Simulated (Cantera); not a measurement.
A Cantera script and its output.

```python
import numpy as np
import cantera as ct

gas = ct.Solution("gri30.yaml")


def delay(T, t_max=10):
    gas.TPX = T, 230000, {'CO': 1, 'H2': 0.26, 'O2': 0.371, 'N2': 1.33}
    reactor = ct.IdealGasReactor(gas, clone=False)
    net = ct.ReactorNet([reactor])
    net.rtol, net.atol = 1e-8, 1e-16
    while net.time < t_max:
        t_old, T_old = net.time, reactor.T
        net.step()
        if reactor.T > T + 400:  # ignition: a rise of 400 K
            return t_old + (T + 400 - T_old) / (reactor.T - T_old) * (net.time - t_old)
    return np.nan


taus = []
for T in [1125, 1225, 1325, 1425, 1525, 1625, 1725, 1825, 1925, 2025]:
    taus.append(delay(T))
    print(f"T0 = {T:6g} K   tau = {taus[-1]:.4e} s")
```

Result:

```
T0 =   1125 K   tau = 6.0674e-05 s
T0 =   1225 K   tau = 2.8402e-05 s
T0 =   1325 K   tau = 1.7739e-05 s
T0 =   1425 K   tau = 1.2739e-05 s
T0 =   1525 K   tau = 1.0044e-05 s
T0 =   1625 K   tau = 8.5096e-06 s
T0 =   1725 K   tau = 7.6598e-06 s
T0 =   1825 K   tau = 7.2818e-06 s
T0 =   1925 K   tau = 7.2777e-06 s
T0 =   2025 K   tau = 7.5854e-06 s
```

Model: GRI-Mech 3.0 (53 species, 325 reactions), integrated in Cantera. The hydrogen kinetics of GRI-Mech 3.0 are dated; newer H2 mechanisms differ, most at raised pressure. Where the delays flatten at high temperature, the 400 K rule measures the pace of heat release, not the induction time.
